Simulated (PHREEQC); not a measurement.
A PHREEQC input (ion-association model, wateq4f.dat):

```
SOLUTION 1
  temp 25
  units mg/L
  pH 6.87
  pe 11.5
  Na 2.08
  K 0.408
  Ca 3.3
  Mg 0.478
  Cl 2.43
  S(6) 2.19 as SO4
  Alkalinity 11.3 as HCO3 charge
  Ba 0.722
  Cu(2) 0.445
  O(0) 0.00422
  F 0.000611
  Ni 0.516
END
USE solution 1
EQUILIBRIUM_PHASES 1
  Gypsum 0 0
  CO2(g) -2.5 10
END
```

It stops with these messages:

```
ERROR: Alkalinity cannot be used with charge balance or solution phase boundary constraints.
ERROR: Program terminating due to input errors.
```

The fault: charge balance asked on alkalinity. The line should read `as HCO3` where the input has `as HCO3 charge`. With the mend the run ends at pH 6.56 and ionic strength 0.000456 mol/kgw.
